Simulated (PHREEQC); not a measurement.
# Buffer (model solution)

Make-up at 20 °C: 0.18 mol/kgw HF and 0.0038 mol/kgw Na2HPO4. Closed to the air; pH follows from the charge balance.

All values are PHREEQC results (ion-association model, phreeqc.dat), not measurements.

Each row changes one thing in this solution. This is a speciation only: nothing precipitates in the calculation.

| case | pH | ionic strength (mol/kgw) | HF (mol/kgw) | F- (mol/kgw) | HF2- (mol/kgw) |
|---|---|---|---|---|---|
| as made | 1.95 | 0.0201 | 0.155 | 0.0118 | 0.00669 |
| temperature from 20 to 10 °C | 1.92 | 0.0211 | 0.154 | 0.0129 | 0.00656 |
| Na2HPO4 left out | 1.86 | 0.0152 | 0.159 | 0.00962 | 0.00563 |
| Na2HPO4 replaced by NaOH at the same molality | 1.92 | 0.0172 | 0.157 | 0.0109 | 0.00628 |
| HF from 0.18 to 0.36 mol/kgw | 1.70 | 0.0305 | 0.315 | 0.0136 | 0.0158 |
| 0.012 mol/kgw HNO3 added | 1.78 | 0.0266 | 0.162 | 0.00833 | 0.00496 |
| Na2HPO4 replaced by NaNO3 at the same molality | 1.86 | 0.0192 | 0.159 | 0.00972 | 0.00568 |
| 0.032 mol/kgw HBr added | 1.54 | 0.0413 | 0.168 | 0.00517 | 0.00320 |

Complexes and solids missing from the database can't appear. Away from 25 °C the constants follow the database's enthalpies or fits; those with neither stay at their 25 °C values.
